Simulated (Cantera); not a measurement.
A perfectly stirred reactor is fed with 7.56 % CO, 4.76 % H2, 15.4 % O2, 57.9 % N2, 14.4 % H2O, at 10.0 bar; it is adiabatic with a 700 K inlet, and is followed from long to short residence time, starting on the burning branch (τ in s: 0.061, 0.024, 0.0096, 0.0038, 0.0015, 0.00061, 0.00024, 9.6e-05, 3.8e-05, 1.5e-05, 6.1e-06).

Computed with Cantera and GRI-Mech 3.0 (53 species, 325 reactions). The hydrogen kinetics of GRI-Mech 3.0 are dated; newer H2 mechanisms differ, most at raised pressure.

Q: Predict: blow-out, bracketed by the residence times tried; x(CO) at τ = 61.0 ms; x(H2) at τ = 61.0 ms; x(O2) at τ = 61.0 ms; x(CO2) at τ = 61.0 ms; x(NO) at τ = 61.0 ms; x(CO) at τ = 0.610 ms; x(H2) at τ = 0.610 ms; x(O2) at τ = 0.610 ms; x(CO2) at τ = 0.610 ms; x(NO) at τ = 0.610 ms.

A: 
```json
{
 "blow_out_bracketed_by_the_residence_times_tried": "burning at 0.610 ms, out at 0.240 ms",
 "x(CO) at τ = 61.0 ms": "0.000198",
 "x(H2) at τ = 61.0 ms": "1.98e-5",
 "x(O2) at τ = 61.0 ms": "0.0987",
 "x(CO2) at τ = 61.0 ms": "0.0803",
 "x(NO) at τ = 61.0 ms": "1.03e-6",
 "x(CO) at τ = 0.610 ms": "0.00862",
 "x(H2) at τ = 0.610 ms": "0.000736",
 "x(O2) at τ = 0.610 ms": "0.103",
 "x(CO2) at τ = 0.610 ms": "0.0715",
 "x(NO) at τ = 0.610 ms": "4.33e-7"
}
```
